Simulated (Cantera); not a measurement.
A Cantera script and its output.

```python
import numpy as np
import cantera as ct

surf = ct.Interface("diamond.yaml", "diamond_100")
gas, bulk = surf.adjacent["gas"], surf.adjacent["diamond"]
k = surf.kinetics_species_index(bulk.species_names[0])
cover = ["c6HH", "c6H*", "c6*H", "c6**", "c6HM", "c6B"]

rows, drift = [], 0.0
print(f"{'T':>10s}{'um/h':>11s}" + "".join(f"{s:>11s}" for s in cover))
for v in [925, 975, 1025, 1075, 1125, 1175, 1225, 1275, 1325, 1375]:
    T, P, xH, xCH3 = v, 24000, 0.0035, 0.00013
    gas.TPX = T, P, {"H": xH, "CH3": xCH3, "CH4": 0.019, "H2": 1 - xH - xCH3 - 0.019}
    surf.TP = bulk.TP = T, P
    surf.coverages = "c6H*:0.1, c6HH:0.9"
    surf.advance_coverages(100.0)
    before = surf.coverages
    surf.advance_coverages(100.0)
    drift = max(drift, np.max(np.abs(surf.coverages - before) / (surf.coverages + 1e-9)))
    rate = surf.net_production_rates[k] * bulk.mean_molecular_weight / bulk.density * 3.6e9
    rows.append([rate, *surf[cover].coverages])
    print(f"{v:10.4g}{rate:11.4e}" + "".join(f"{x:11.3e}" for x in rows[-1][1:]))
```

Output:

```
         T       um/h       c6HH       c6H*       c6*H       c6**       c6HM        c6B
       925 1.0882e+01  6.452e-01  1.195e-02  3.034e-01  5.206e-03  2.692e-02  2.953e-08
       975 1.4115e+01  6.028e-01  1.584e-02  3.448e-01  7.754e-03  2.161e-02  3.830e-08
      1025 1.7503e+01  5.618e-01  2.020e-02  3.826e-01  1.101e-02  1.733e-02  4.749e-08
      1075 2.0519e+01  5.232e-01  2.495e-02  4.166e-01  1.501e-02  1.364e-02  5.568e-08
      1125 2.2075e+01  4.879e-01  3.001e-02  4.465e-01  1.973e-02  1.014e-02  5.990e-08
      1175 2.0828e+01  4.560e-01  3.530e-02  4.724e-01  2.510e-02  6.722e-03  5.652e-08
      1225 1.6874e+01  4.273e-01  4.069e-02  4.942e-01  3.099e-02  3.782e-03  4.579e-08
      1275 1.2478e+01  4.015e-01  4.606e-02  5.115e-01  3.721e-02  1.824e-03  3.386e-08
      1325 9.5337e+00  3.786e-01  5.132e-02  5.245e-01  4.355e-02  8.011e-04  2.587e-08
      1375 8.1442e+00  3.587e-01  5.641e-02  5.338e-01  4.983e-02  3.387e-04  2.210e-08
```

Cantera simulation using the Harris–Goodwin 1993 mechanism for the reconstructed diamond (100) surface; the numbers are that mechanism's predictions, not measurements.
